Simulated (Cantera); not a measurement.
Cantera with NASA thermochemical tables; ideal gases at 1 bar, condensed phases pure. Values are per mole of reaction as written; species without (g) are pure solids or liquids, kept so even where they would boil at 1 bar.

Si₃N₄ + 12 Cl(g) ⇌ 3 SiCl₄(g) + 4 N(g), with ΔH° = -808.4 kJ and ΔS° = -489.1 J/K at 300 K.

### Question
How far is the shortcut ΔG° ≈ ΔH°(300 K) − T·ΔS°(300 K) from the full temperature-dependent value at 1325, 1425, 1525, 1625, 1725, 1825, 1925, 2025, 2125, 2225 K?

### Answer
```csv
T (K),shortcut (kJ),full (kJ),difference (kJ),difference in log10 K
1325,-160.3,-149.3,-11.0,0.43
1425,-111.4,-98.0,-13.4,0.49
1525,-62.5,-46.4,-16.0,0.55
1625,-13.5,5.4,-18.9,0.61
1725,35.4,57.3,-22.0,0.67
1825,84.3,109.5,-25.2,0.72
1925,133.2,161.9,-28.7,0.78
2025,182.1,214.5,-32.4,0.84
2125,231.0,267.2,-36.2,0.89
2225,279.9,320.2,-40.2,0.94
```
The shortcut ignores the heat-capacity change of the reaction.
